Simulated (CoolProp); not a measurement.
Values from CoolProp's reference Helmholtz-energy equation of state, Lemmon 2006. It is a short technical equation, of lower accuracy than the large ones.

### Question
For toluene, give the phase and the cp (kJ/(kg K)), Prandtl number, fugacity coefficient at 263.35 °C and 10 MPa.

### Answer
- 263.35 °C and 10 MPa: liquid; cp 2.54, Prandtl number 3.27, fugacity coefficient 0.200

Viscosity comes from a separate model (Avgeri 2015). Thermal conductivity comes from a separate model (Assael 2012).
